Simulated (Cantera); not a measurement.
What does this Cantera script print?

```python
import numpy as np
import cantera as ct

gas_names = [...]  # 109 gases of nasa_gas.yaml made of C, Cl, H, Si
cond_names = """
    C(gr) C6H6(L) C7H8(L) C8H18(L),n-octa Si(cr) Si(L) SiC(b)
""".split()


# ... load() reads the species with a 1 bar reference pressure and builds the phases ...
atoms = {
    '(CH3)2SiCl2': {'C': 2, 'H': 6, 'Si': 1, 'CL': 2},
    'C2H4': {'C': 2, 'H': 4},
    'H2': {'H': 2},
}
top_T = {'C(gr)': 4500, 'SiC(b)': 3050}  # K; cautious upper limits of use, not melting points


# ... equilibrate(T, P, feed) seeds the gas with the atoms and calls Mixture.equilibrate('TP', solver="vcs", rtol=1e-11, max_steps=5000) ...
results = []
feed = {'(CH3)2SiCl2': 1, 'C2H4': 0.33, 'H2': 8}  # mol
P = 13332.2  # Pa
for T in [1350, 1400, 1450, 1500, 1550, 1600, 1650, 1700, 1750, 1800, 1850]:
    mix = equilibrate(T, P, feed)
    results.append((T, P, feed, dict(zip(mix.species_names, mix.species_moles))))
    x = sorted(zip(gas.X, gas.species_names), reverse=True)
    print(f"T = {T:g} K  P = {P:g} Pa  gas = {mix.phase_moles(0):.4g} mol")
    print("   x: " + "  ".join(f"{s} {v:.3e}" for v, s in x if v > 0.0001))
    print("   condensed (mol): " + ("  ".join(f"{mix.phase(i).name} {mix.phase_moles(i):.4g}"
          for i in range(1, mix.n_phases) if mix.phase_moles(i) > 1e-12) or "none"))
```

Output:

```
T = 1350 K  P = 13332.2 Pa  gas = 12.65 mol
   x: H2 8.430e-01  HCL 1.556e-01  CH4 5.462e-04  SiCL4 3.133e-04  SiCL2 3.068e-04  SiCL3 1.388e-04
   condensed (mol): C(gr) 1.664  SiC(b) 0.9891
T = 1400 K  P = 13332.2 Pa  gas = 12.65 mol
   x: H2 8.428e-01  HCL 1.560e-01  CH4 4.091e-04  SiCL2 4.088e-04  SiCL4 1.653e-04  SiCL3 1.262e-04
   condensed (mol): C(gr) 1.664  SiC(b) 0.9903
T = 1450 K  P = 13332.2 Pa  gas = 12.65 mol
   x: H2 8.427e-01  HCL 1.562e-01  SiCL2 5.314e-04  CH4 3.126e-04  SiCL3 1.147e-04
   condensed (mol): C(gr) 1.666  SiC(b) 0.9901
T = 1500 K  P = 13332.2 Pa  gas = 12.66 mol
   x: H2 8.428e-01  HCL 1.561e-01  SiCL2 6.764e-04  CH4 2.433e-04  SiCL3 1.046e-04
   condensed (mol): C(gr) 1.668  SiC(b) 0.9891
T = 1550 K  P = 13332.2 Pa  gas = 12.66 mol
   x: H2 8.429e-01  HCL 1.558e-01  SiCL2 8.454e-04  CH4 1.926e-04
   condensed (mol): C(gr) 1.67  SiC(b) 0.9874
T = 1600 K  P = 13332.2 Pa  gas = 12.66 mol
   x: H2 8.430e-01  HCL 1.555e-01  SiCL2 1.040e-03  CH4 1.547e-04  H 1.367e-04
   condensed (mol): C(gr) 1.672  SiC(b) 0.9853
T = 1650 K  P = 13332.2 Pa  gas = 12.66 mol
   x: H2 8.431e-01  HCL 1.551e-01  SiCL2 1.260e-03  H 2.284e-04  CH4 1.259e-04
   condensed (mol): C(gr) 1.675  SiC(b) 0.9827
T = 1700 K  P = 13332.2 Pa  gas = 12.66 mol
   x: H2 8.432e-01  HCL 1.546e-01  SiCL2 1.507e-03  H 3.706e-04  CH4 1.038e-04
   condensed (mol): C(gr) 1.677  SiC(b) 0.9798
T = 1750 K  P = 13332.2 Pa  gas = 12.66 mol
   x: H2 8.432e-01  HCL 1.541e-01  SiCL2 1.780e-03  H 5.849e-04
   condensed (mol): C(gr) 1.68  SiC(b) 0.9764
T = 1800 K  P = 13332.2 Pa  gas = 12.67 mol
   x: H2 8.432e-01  HCL 1.534e-01  SiCL2 2.079e-03  H 9.004e-04  C2H2,acetylene 1.479e-04  CL 1.254e-04
   condensed (mol): C(gr) 1.683  SiC(b) 0.9727
T = 1850 K  P = 13332.2 Pa  gas = 12.67 mol
   x: H2 8.430e-01  HCL 1.527e-01  SiCL2 2.403e-03  H 1.355e-03  C2H2,acetylene 2.205e-04  CL 1.864e-04
   condensed (mol): C(gr) 1.685  SiC(b) 0.9686
```

These are equilibrium values from Cantera (NASA tables, ideal gas, pure condensed phases), not measurements of a reactor. The feed counts by its element totals alone. The tables' values for SiCl3 are old estimates; treat these amounts as uncertain.
